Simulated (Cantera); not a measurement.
# Dilute partial oxidation

An isothermal, constant-pressure homogeneous reactor starts with 1.45 % CH₂O, 1.74 % O₂, 96.8 % N₂, equivalence ratio 0.83, at 1275 K and 101000 Pa.

Computed with Cantera and GRI-Mech 3.0 (53 species, 325 reactions).

```tsv
t (s)	x CH₂O	x O₂	x CH₃	x N₂O	x NO
0.000300	0.0141	0.0172	1.72e-10	3.02e-10	<1e-12
0.000744	0.00555	0.0144	1.96e-9	4.28e-9	1.69e-12
0.00184	1.78e-10	0.00715	<1e-12	1.32e-7	1.20e-6
0.00457	1.09e-11	0.00399	<1e-12	1.56e-7	2.22e-6
0.0113	<1e-12	0.00315	<1e-12	1.99e-7	2.33e-6
0.0281	<1e-12	0.00295	<1e-12	2.52e-7	2.34e-6
0.0696	<1e-12	0.00291	<1e-12	2.84e-7	2.34e-6
0.172	<1e-12	0.00290	<1e-12	2.77e-7	2.34e-6
0.427	<1e-12	0.00290	<1e-12	2.17e-7	2.35e-6
1.06	<1e-12	0.00290	<1e-12	1.09e-7	2.35e-6
2.63	<1e-12	0.00290	<1e-12	2.13e-8	2.35e-6
6.51	<1e-12	0.00290	<1e-12	3.67e-9	2.35e-6
16.1	<1e-12	0.00290	<1e-12	3.29e-9	2.35e-6
40.0	<1e-12	0.00290	<1e-12	3.29e-9	2.35e-6
```
x: mole fraction; the columns are a selection and need not sum to one.

Equilibrium at this temperature and pressure: CH₂O <1e-12, O₂ 0.00288, CH₃ <1e-12, N₂O 3.28e-9, NO 4.38e-5 (gas phase only).
